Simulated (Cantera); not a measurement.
A closed system holds: 1 mol Si2Cl6, 0.27 mol Cl2, 250 mol N2, held at 1025 °C and 360 Torr.

Method: chemical equilibrium by Gibbs-energy minimisation in Cantera with the NASA 1993 tables (ideal gas, pure condensed phases). Candidate condensed phases: Si, Si3N4; 13 gas species. The feed counts by its element totals alone. N2 is the only nitrogen source here; it is nearly inert below about 1500 K, so the nitride shown seldom forms there in practice. The tables' values for SiCl3 are old estimates; treat these amounts as uncertain. Kinetics and transport are ignored.

Base state: N2 0.993, SiCl4 0.00627, SiCl3 0.000266, SiCl2 6.75e-5 (mole fractions); condensed: Si3N4(s).

Task: What changes in the equilibrium state with this change: Si2Cl6 replaced by SiH4?

Result: 
```tsv
species	before	after
N2	0.993	0.991
H2	0	0.00688
HCl	0	0.00215
SiCl4	0.00627	4.34e-8
SiCl2	6.75e-5	1.78e-7
SiCl3	0.000266	3.59e-8
Si3N4(s), mol	0.113	0.333
```
Further candidate phases: NH4Cl.
